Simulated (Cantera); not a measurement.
A Cantera script and its output.

```python
import numpy as np
import cantera as ct

gas = ct.Solution("gri30.yaml")
gas.TPX = 1475, 590000, {'CH4': 1, 'H2': 1.2, 'O2': 2.17, 'N2': 8.15}
reactor = ct.IdealGasReactor(gas, energy="on", clone=False)
net = ct.ReactorNet([reactor])
net.rtol, net.atol = 1e-08, 1e-16
show = ['CH4', 'H2', 'O2', 'H2O', 'HCN', 'NO', 'CH2']
times = np.geomspace(8e-06, 0.1, 14)

steps = ct.SolutionArray(gas, extra=["t"])
rows = []
print(f"{'t/s':>10s}{'T/K':>9s}{'P/Pa':>11s}" + "".join(f"{s:>11s}" for s in show))
for t in times:
    while net.time < t:
        t_next = net.step()
        steps.append(gas.state, t=t_next)
    rows.append([np.interp(t, steps.t, y) for y in (steps.T, steps.P, *steps(*show).X.T)])
    print(f"{t:10.3e}{rows[-1][0]:9.1f}{rows[-1][1]:11.4g}" + "".join(f"{x:11.3e}" for x in rows[-1][2:]))
rate = np.gradient(steps.T, steps.t)
print("integrator steps:", len(steps.t))
if steps.T.max() > steps.T[0] + 200:
    print(f"time of steepest temperature rise: {steps.t[rate.argmax()]:.4e} s")
gas.TPX = 1475, 590000, {'CH4': 1, 'H2': 1.2, 'O2': 2.17, 'N2': 8.15}
gas.equilibrate("UV")
print(f"equilibrium (UV): T = {gas.T:.1f} K  " + "  ".join(f"{s} {gas[s].X[0]:.3e}" for s in show))
```

Output:

```
       t/s      T/K       P/Pa        CH4         H2         O2        H2O        HCN         NO        CH2
 8.000e-06   1475.4  5.902e+05  7.969e-02  9.572e-02  1.732e-01  2.054e-04  1.789e-14  8.917e-13  3.744e-09
 1.653e-05   1513.3  6.046e+05  7.544e-02  9.344e-02  1.696e-01  6.016e-03  5.513e-11  2.417e-10  2.609e-07
 3.415e-05   3135.0  1.277e+06  1.293e-12  4.306e-02  7.728e-03  1.896e-01  1.497e-08  1.195e-03  4.460e-12
 7.056e-05   3125.2  1.272e+06  1.508e-12  4.424e-02  6.586e-03  1.895e-01  4.055e-08  6.163e-03  4.613e-12
 1.458e-04   3118.8   1.27e+06  1.592e-12  4.484e-02  6.161e-03  1.893e-01  5.215e-08  8.284e-03  4.628e-12
 3.012e-04   3118.4   1.27e+06  1.598e-12  4.488e-02  6.130e-03  1.892e-01  5.302e-08  8.439e-03  4.629e-12
 6.223e-04   3118.4   1.27e+06  1.599e-12  4.488e-02  6.130e-03  1.892e-01  5.303e-08  8.439e-03  4.629e-12
 1.286e-03   3118.4   1.27e+06  1.599e-12  4.488e-02  6.130e-03  1.892e-01  5.303e-08  8.439e-03  4.629e-12
 2.656e-03   3118.4   1.27e+06  1.599e-12  4.488e-02  6.130e-03  1.892e-01  5.303e-08  8.439e-03  4.629e-12
 5.488e-03   3118.4   1.27e+06  1.599e-12  4.488e-02  6.130e-03  1.892e-01  5.303e-08  8.439e-03  4.629e-12
 1.134e-02   3118.4   1.27e+06  1.599e-12  4.488e-02  6.130e-03  1.892e-01  5.303e-08  8.439e-03  4.629e-12
 2.343e-02   3118.4   1.27e+06  1.599e-12  4.488e-02  6.130e-03  1.892e-01  5.303e-08  8.439e-03  4.629e-12
 4.840e-02   3118.4   1.27e+06  1.599e-12  4.488e-02  6.130e-03  1.892e-01  5.303e-08  8.439e-03  4.629e-12
 1.000e-01   3118.4   1.27e+06  1.599e-12  4.488e-02  6.130e-03  1.892e-01  5.303e-08  8.439e-03  4.629e-12
integrator steps: 1809
time of steepest temperature rise: 2.8382e-05 s
equilibrium (UV): T = 3118.4 K  CH4 1.933e-12  H2 4.488e-02  O2 6.130e-03  H2O 1.892e-01  HCN 5.303e-08  NO 8.439e-03  CH2 4.908e-12
```

Computed with Cantera and GRI-Mech 3.0 (53 species, 325 reactions). Above 3000 K some thermodynamic fits are extrapolated.
